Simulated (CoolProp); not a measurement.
n-decane at 293.15 K and 1.82 MPa flows at 0.076 m/s in a round tube of 6 mm bore and 0.25 µm roughness, fully developed (64/Re and Nu = 3.66 if laminar; Colebrook and Gnielinski if turbulent). Each further row changes one setting.

Model: reference Helmholtz-energy equation of state, Lemmon 2006, in CoolProp. It is a short technical equation, of lower accuracy than the large ones.

```json
[
 {"case": "as stated", "Reynolds number": "358", "Darcy friction factor": "0.179", "pressure drop (Pa/m)": "___", "heat-transfer coefficient (W/(m² K))": "80.2", "mass flow (kg/h)": "___"},
 {"case": "velocity 0.152 m/s", "Reynolds number": "716", "Darcy friction factor": "0.0894", "pressure drop (Pa/m)": "126", "heat-transfer coefficient (W/(m² K))": "80.2", "mass flow (kg/h)": "___"},
 {"case": "diameter 12 mm", "Reynolds number": "716", "Darcy friction factor": "0.0894", "pressure drop (Pa/m)": "___", "heat-transfer coefficient (W/(m² K))": "___", "mass flow (kg/h)": "22.6"}
]
```

Q: Complete the blanks.

A: 
- as stated, pressure drop (Pa/m): 63.0
- as stated, mass flow (kg/h): 5.66
- velocity 0.152 m/s, mass flow (kg/h): 11.3
- diameter 12 mm, pressure drop (Pa/m): 15.7
- diameter 12 mm, heat-transfer coefficient (W/(m² K)): 40.1

Viscosity comes from a separate model (Huber 2004). Thermal conductivity comes from a separate model (Huber 2005).
